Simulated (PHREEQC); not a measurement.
Consider water at 25 °C with 2.3 mmol/kgw HCl, 6.9 mmol/kgw Al2(SO4)3 and 30 mmol/kgw Zn(NO3)2. Closed to the air; pH follows from the charge balance.

Equilibrium calculation in PHREEQC: ion-association model, phreeqc.dat.

No solid was allowed to form.

Task: Order these Zn species by the share of Zn that they hold, largest first: ZnCl+, Zn(SO4)2-2, ZnSO4, Zn+2.

Result: Zn+2 (84 %), ZnSO4 (15 %), Zn(SO4)2-2 (0.78 %), ZnCl+ (0.18 %)

Task: Order these S species by the share of S that they hold, largest first: ZnSO4, Zn(SO4)2-2, AlSO4+, Al(SO4)2-, SO4-2.

Result: AlSO4+ (38 %), SO4-2 (31 %), ZnSO4 (21 %), Al(SO4)2- (5.3 %), Zn(SO4)2-2 (2.3 %)

The pH is 2.81 and the ionic strength 0.124 mol/kgw.
